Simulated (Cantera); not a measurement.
**Pyrogenic steam for wet oxidation**

An isothermal, constant-pressure homogeneous reactor starts with H2 : O2 : N2 = 1.5 : 1 : 2.1 (molar parts), equivalence ratio 0.75, at 1300 K and 0.340 bar.

Computed with Cantera and the H2/O2 subset of GRI-Mech 3.0, which has no nitrogen chemistry. The temperature is held fixed by assumption; the heat of reaction is taken as removed at once.

```json
[
 {"t (s)": "3.00e-6", "x H2": "0.326", "x O2": "0.217", "x O": "4.68e-9", "x H2O2": "6.48e-11", "x HO2": "2.89e-8", "x OH": "3.18e-9"},
 {"t (s)": "8.68e-6", "x H2": "0.326", "x O2": "0.217", "x O": "4.17e-8", "x H2O2": "5.49e-10", "x HO2": "8.82e-8", "x OH": "2.70e-8"},
 {"t (s)": "2.51e-5", "x H2": "0.326", "x O2": "0.217", "x O": "4.08e-6", "x H2O2": "8.25e-9", "x HO2": "9.92e-7", "x OH": "2.62e-6"},
 {"t (s)": "7.27e-5", "x H2": "0.0548", "x O2": "0.0971", "x O": "0.0273", "x H2O2": "4.11e-6", "x HO2": "4.02e-5", "x OH": "0.0109"},
 {"t (s)": "0.000211", "x H2": "0.0160", "x O2": "0.0711", "x O": "0.00547", "x H2O2": "5.76e-6", "x HO2": "3.88e-5", "x OH": "0.00546"},
 {"t (s)": "0.000609", "x H2": "0.00212", "x O2": "0.0653", "x O": "0.000552", "x H2O2": "2.79e-6", "x HO2": "2.32e-5", "x OH": "0.00167"},
 {"t (s)": "0.00176", "x H2": "0.000220", "x O2": "0.0649", "x O": "5.41e-5", "x H2O2": "7.47e-7", "x HO2": "5.38e-6", "x OH": "0.000526"},
 {"t (s)": "0.00510", "x H2": "2.78e-5", "x O2": "0.0649", "x O": "7.96e-6", "x H2O2": "1.91e-7", "x HO2": "9.07e-7", "x OH": "0.000205"},
 {"t (s)": "0.0148", "x H2": "5.16e-6", "x O2": "0.0649", "x O": "1.73e-6", "x H2O2": "5.41e-8", "x HO2": "1.96e-7", "x OH": "9.61e-5"},
 {"t (s)": "0.0428", "x H2": "1.34e-6", "x O2": "0.0649", "x O": "4.89e-7", "x H2O2": "1.74e-8", "x HO2": "5.88e-8", "x OH": "5.10e-5"},
 {"t (s)": "0.124", "x H2": "4.61e-7", "x O2": "0.0649", "x O": "1.70e-7", "x H2O2": "6.51e-9", "x HO2": "2.85e-8", "x OH": "3.00e-5"},
 {"t (s)": "0.358", "x H2": "2.52e-7", "x O2": "0.0649", "x O": "8.75e-8", "x H2O2": "3.53e-9", "x HO2": "2.37e-8", "x OH": "2.15e-5"},
 {"t (s)": "1.04", "x H2": "2.29e-7", "x O2": "0.0649", "x O": "7.79e-8", "x H2O2": "3.18e-9", "x HO2": "2.34e-8", "x OH": "2.03e-5"},
 {"t (s)": "3.00", "x H2": "2.29e-7", "x O2": "0.0649", "x O": "7.78e-8", "x H2O2": "3.17e-9", "x HO2": "2.34e-8", "x OH": "2.03e-5"}
]
```
x: mole fraction; the columns are a selection and need not sum to one.

Equilibrium at this temperature and pressure: H2 2.29e-7, O2 0.0649, O 7.78e-8, H2O2 3.17e-9, HO2 2.34e-8, OH 2.03e-5 (gas phase only).
